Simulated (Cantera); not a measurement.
A closed system holds: 1 mol C₂F₆, 2.8 mol HCl, 0.1 mol H₂, held at 1273 K and 1.28 Torr.

Cantera equilibrium calculation (NASA polynomials, part measured and part estimated; ideal gas, pure solids and liquids). Candidate condensed phases: C, C₆H₆, C₇H₈, C₈H₁₈; 118 gas species. The feed counts by its element totals alone. Gases not in the tables: C₂F₆ and larger saturated fluorocarbons. Rates play no part.

Base state: HF 0.452, CF₄ 0.171, Cl₂ 0.158, HCl 0.121, Cl 0.0937, CClF₃ 0.00329, CCl₂F₂ 6.12e-5 (mole fractions); condensed: C(graphite).

Q: What changes in the equilibrium state with this change: temperature from 1273 K to 2873.15 K?

A: 
```tsv
species	before	after
F	1.64e-6	0.312
Cl	0.0937	0.289
HF	0.452	0.281
CF₄	0.171	2.40e-9
C₃	<1e-9	0.0446
H	<1e-9	0.0286
CF	<1e-9	0.0274
Cl₂	0.158	2.45e-6
HCl	0.121	0.00185
C	<1e-9	0.00845
C₂	<1e-9	0.00442
CClF₃	0.00329	<1e-9
C₅	<1e-9	0.000547
C(graphite), mol	1.09	0.231
```
The tables' values for CCl are old estimates; treat these amounts as uncertain.
